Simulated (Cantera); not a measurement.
Mixture: 28.5 % H2, 15.0 % O2, 56.5 % N2, at 1.78 atm, adiabatic and at constant pressure. Ignition delay is the time to a rise of 400 K.

Detailed kinetics in Cantera: the H2/O2 subset of GRI-Mech 3.0, which has no nitrogen chemistry. Where the delays flatten at high temperature, the 400 K rule measures the pace of heat release, not the induction time.

### Question
Predict: delay at 1073 K; delay at 1273 K; delay at 1473 K; delay at 1673 K; delay at 1873 K.

### Answer
* **delay at 1073 K**: 90.5 µs
* **delay at 1273 K**: 18.6 µs
* **delay at 1473 K**: 9.38 µs
* **delay at 1673 K**: 6.89 µs
* **delay at 1873 K**: 6.61 µs
